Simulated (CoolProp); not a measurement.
Saturated liquid density (kg/m³) of n-hexane: the reference equation beside estimates from Tc = 234.7 °C, pc = 3.044 MPa, ω = 0.300. Rackett uses Z = 0.29056 − 0.08775 ω.

The numbers come from the reference Helmholtz-energy equation of state, Thol 2019 in CoolProp.

```csv
T (°C),reference,Rackett,van der Waals,Redlich-Kwong,Soave-Redlich-Kwong,Peng-Robinson
-7.85,…,690.8,402.1,596.2,613.3,690.2
2.85,674.6,681.4,397.1,587.9,606.1,…
13.45,665.2,671.8,392.0,579.2,598.5,674.5
24.05,655.6,…,386.8,570.3,590.6,666.1
34.75,645.8,652.0,381.3,560.9,582.2,657.1
45.35,635.9,641.8,375.7,551.2,573.5,647.7
55.95,625.8,631.4,369.9,541.1,564.3,637.7
66.65,615.4,…,363.9,530.5,554.5,627.1
77.25,604.8,609.6,357.7,519.6,544.3,615.9
87.95,593.8,598.1,351.2,508.0,533.3,604.0
98.55,582.5,…,344.4,496.0,521.8,591.3
109.15,570.8,574.2,337.4,483.4,509.6,577.8
119.85,558.6,561.5,330.0,470.0,496.5,563.2
130.45,545.9,548.3,322.2,456.1,482.6,547.7
```

Task: Some entries are withheld; supply them.

Result: 
- -7.85, reference: 684.0
- 2.85, Peng-Robinson: 682.5
- 24.05, Rackett: 662.1
- 66.65, Rackett: 620.6
- 98.55, Rackett: 586.4

Absolute difference from the reference over all 14 rows, mean and median: Rackett 0.8 and 0.9 %, van der Waals 41.0 and 40.9 %, Redlich-Kwong 14.0 and 13.7 %, Soave-Redlich-Kwong 10.3 and 10.1 %, Peng-Robinson 1.4 and 1.6 %.
